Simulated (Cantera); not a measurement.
A closed system holds: 1 mol Si, 1.8 mol Cl₂, 0.22 mol H₂, 3.8 mol HCl, held at 1.00 bar.

Equilibrium computed with Cantera from the NASA thermochemical tables; the gas is ideal and each condensed phase is pure. Candidate condensed phases: Si; 19 gas species. The tables' values for SiCl₃ are old estimates; treat these amounts as uncertain. Kinetics and transport are ignored. All values below are at 1198 K.

Base state: HCl 0.706, SiCl₄ 0.206, H₂ 0.0863, SiHCl₃ 0.000678, SiCl₃ 0.000334 (mole fractions); condensed: gas only.

Question: What changes in the equilibrium state with this change: H₂ from 0.22 to 6.1 mol?

Answer: 
```tsv
species	before	after
H₂	0.0863	0.584
HCl	0.706	0.323
SiCl₄	0.206	0.0882
SiH₂Cl₂	2.91e-7	2.73e-5
SiCl₂	4.78e-6	6.62e-5
SiHCl₃	0.000678	0.00429
SiCl₃	0.000334	0.000813
```
